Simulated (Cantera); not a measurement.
# Equilibrium for titanium nitride, carbide and oxide coatings: Ti(OiPr)4 + C3H8

Charge: 1 mol Ti(OiPr)4, 0.22 mol C3H8, held at 7.50 Torr.

These are equilibrium values from Cantera (NASA tables, ideal gas, pure condensed phases), not measurements of a reactor. Candidate condensed phases: C, C6H6, C7H8, C8H18, H2O, Ti, TiC, TiO, TiO2, Ti2O3, Ti3O5, Ti4O7; 113 gas species. The feed counts by its element totals alone. Mutual solubility and eutectic melting of coexisting phases are not modelled. TiC: taken at fixed stoichiometry. Kinetics and transport are ignored.

| T (°C) | x H2 | x CO | x CH4 | x H | x H2O | x CO2 | n C(graphite) | n TiC(s) | n Ti3O5(s) |
|---|---|---|---|---|---|---|---|---|---|
| 925 | 0.864 | 0.136 | 0.000120 | 1.77e-6 | 3.12e-5 | 3.60e-6 | 10.3 | 0.00729 | 0.331 |
| 950 | 0.788 | 0.212 | 8.27e-5 | 2.67e-6 | 3.35e-5 | 6.17e-6 | 7.66 | 1.00 | 0 |
| 975 | 0.788 | 0.212 | 6.92e-5 | 4.15e-6 | 2.57e-5 | 4.43e-6 | 7.66 | 1.00 | 0 |
| 1000 | 0.788 | 0.212 | 5.83e-5 | 6.33e-6 | 1.99e-5 | 3.23e-6 | 7.66 | 1.00 | 0 |
| 1025 | 0.788 | 0.212 | 4.95e-5 | 9.51e-6 | 1.55e-5 | 2.38e-6 | 7.66 | 1.00 | 0 |
| 1050 | 0.788 | 0.212 | 4.22e-5 | 1.41e-5 | 1.22e-5 | 1.77e-6 | 7.66 | 1.00 | 0 |
| 1075 | 0.788 | 0.212 | 3.62e-5 | 2.05e-5 | 9.74e-6 | 1.34e-6 | 7.66 | 1.00 | 0 |
| 1100 | 0.788 | 0.212 | 3.13e-5 | 2.96e-5 | 7.82e-6 | 1.02e-6 | 7.66 | 1.00 | 0 |
| 1125 | 0.788 | 0.212 | 2.71e-5 | 4.20e-5 | 6.32e-6 | 7.86e-7 | 7.66 | 1.00 | 0 |
x: gas mole fraction; n: condensed amount in mol.

At 925 °C the condensed part is C(graphite) + TiC(s) + Ti3O5(s). From 950 °C to 1125 °C the condensed part is C(graphite) + TiC(s).
